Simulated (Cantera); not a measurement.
Halide evaporation, hydrolysis and transport: MgCl₂ + H₂

A closed system holds: 1 mol MgCl₂, a varied amount of H₂, equilibrated at 1302 °C and 133 Pa.

Cantera equilibrium calculation (NASA polynomials, part measured and part estimated; ideal gas, pure solids and liquids). Candidate condensed phases: Mg, MgCl₂; 10 gas species. Kinetics and transport are ignored.

```
n(H₂) (mol)  log p H₂  log p MgCl₂  log p HCl  log p Mg  log p MgCl  log p H  log p Cl
-----------  --------  -----------  ---------  --------  ----------  -------  --------
3.4             -3.01        -3.59      -4.16     -4.47       -5.75    -5.89     -7.13
5               -2.98        -3.74      -4.19     -4.50       -5.84    -5.87     -7.19
7.3             -2.95        -3.89      -4.24     -4.55       -5.94    -5.86     -7.24
11              -2.93        -4.08      -4.29     -4.60       -6.07    -5.85     -7.31
16              -2.92        -4.26      -4.35     -4.66       -6.19    -5.84     -7.37
23              -2.91        -4.46      -4.41     -4.72       -6.31    -5.83     -7.44
34              -2.90        -4.68      -4.48     -4.79       -6.46    -5.83     -7.51
49              -2.89        -4.91      -4.56     -4.86       -6.61    -5.83     -7.59
72              -2.89        -5.17      -4.65     -4.95       -6.79    -5.83     -7.68
110             -2.89        -5.51      -4.76     -5.06       -7.01    -5.82     -7.79
150             -2.88        -5.79      -4.85     -5.15       -7.19    -5.82     -7.89
230             -2.88        -6.22      -4.99     -5.29       -7.48    -5.82     -8.03
```
log p: log10 of the partial pressure in bar; nothing condenses.

From 3.4 mol H₂ to 230 mol H₂ nothing is condensed. The main Mg-bearing gas is MgCl₂ at 3.4 mol H₂ and Mg at 230 mol H₂.
